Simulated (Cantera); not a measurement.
## trisilylamine + N2 (silicon nitride deposition)

Charge: 1 mol trisilylamine, 11 mol N2, held at 1400 K and 0.910 bar.

Cantera equilibrium calculation (NASA polynomials, part measured and part estimated; ideal gas, pure solids and liquids). Candidate condensed phases: Si, Si3N4; 18 gas species. The feed counts by its element totals alone. Kinetics and transport are ignored.

```
Item                                  Value
--------------------------------  ---------
x(N2)                                 0.679
x(H2)                                 0.321
x(NH3)                              1.17e-5
x(H)                                2.89e-6
n(Si3N4(s))                        1.00 mol
gas amount                        14.00 mol
log10 activity of Si(s) (absent)      -3.35
```
